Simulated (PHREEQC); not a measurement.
1 kg of water holding 0.04 mol/kgw NaCl, 0.0093 mol/kgw CaCl2, 0.24 mol/kgw MgCl2, 0.052 mol/kgw KCl and 0.007 mol/kgw SrCl2 is evaporated at 25 °C; the solids stay in contact with the brine. The system is closed to CO2. The run lets Bischofite, Brucite, Carnallite, Halite, Portlandite, Sylvite, MgCl2_4H2O precipitate or redissolve, and no other solid.

All values are PHREEQC results (Pitzer model, pitzer.dat), not measurements.

| water left (kg) | ionic strength | water activity | Carnallite (mol) | Halite (mol) | Sylvite (mol) |
|---|---|---|---|---|---|
| 1 | 0.861 | 0.985 | 0 | 0 | 0 |
| 0.8219 | 1.05 | 0.981 | 0 | 0 | 0 |
| 0.6755 | 1.27 | 0.977 | 0 | 0 | 0 |
| 0.5552 | 1.55 | 0.971 | 0 | 0 | 0 |
| 0.4563 | 1.89 | 0.964 | 0 | 0 | 0 |
| 0.375 | 2.30 | 0.955 | 0 | 0 | 0 |
| 0.3082 | 2.79 | 0.943 | 0 | 0 | 0 |
| 0.2533 | 3.40 | 0.926 | 0 | 0 | 0 |
| 0.2082 | 4.13 | 0.905 | 0 | 0 | 0 |
| 0.1711 | 5.03 | 0.876 | 0 | 0 | 0 |
| 0.1407 | 6.12 | 0.837 | 0 | 0 | 0 |
| 0.1156 | 7.45 | 0.785 | 0 | 0 | 0 |
| 0.09502 | 9.06 | 0.715 | 0 | 0 | 0 |
| 0.07809 | 11.0 | 0.626 | 0 | 0 | 0 |
| 0.06418 | 13.1 | 0.530 | 0 | 0.00629 | 0.0159 |
| 0.04869 | 14.1 | 0.481 | 0.0376 | 0.0237 | 0 |
| 0.03791 | 16.5 | 0.373 | 0.0503 | 0.0352 | 0 |

Halite from water left = 0.06418 kg; Sylvite from water left = 0.06418 kg, last present at water left = 0.06418 kg; Carnallite from water left = 0.04869 kg.
